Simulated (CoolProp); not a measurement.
Vapour-liquid equilibrium of propane (1) + m-xylene (2) at 139 kPa; x and y are mole fractions of (1).

Values from CoolProp's multi-fluid Helmholtz-energy mixture model, Lemmon 2009 and Zhou 2012; pair parameters Bell 2016.

Give the bubble temperature and the first vapour's composition at x = 0.15, 0.25, 0.45. Is there an azeotrope?

x = 0.15: 8.8 °C, y = 0.997; x = 0.25: -7.1 °C, y = 0.999; x = 0.45: -20.6 °C, y = 1.000. No azeotrope shows between x = 0.05 and 0.95.

The pair parameters rest on a limited set of measurements; away from them the model extrapolates. With so large a gap from Raoult's law the liquid may split in two, which this calculation doesn't test in full.
